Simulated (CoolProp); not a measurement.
Vapour-liquid equilibrium of toluene (1) + n-octane (2) at 0.000501 MPa; x and y are mole fractions of (1).

Model: multi-fluid Helmholtz-energy mixture model, Lemmon 2006 and Beckmüller 2019; pair parameters Bell 2016, in CoolProp.

| x | bubble temperature (K) | y at the bubble point | dew temperature at overall composition x (K) | liquid density (mol/L) |
|---|---|---|---|---|
| 0.05 | 275.0 | 0.158 | 276.2 | 6.391 |
| 0.2 | 271.1 | 0.450 | 274.5 | 6.785 |
| 0.35 | 268.7 | 0.609 | 272.5 | 7.212 |
| 0.5 | 267.1 | 0.713 | 270.4 | 7.681 |
| 0.65 | 265.9 | 0.795 | 268.1 | 8.203 |
| 0.8 | 265.1 | 0.873 | 265.9 | 8.791 |
| 0.95 | 264.4 | 0.964 | 264.5 | 9.457 |

No azeotrope shows between x = 0.05 and 0.95.

Pair parameters are fitted to limited data, so mixtures are less certain than the pure fluids.
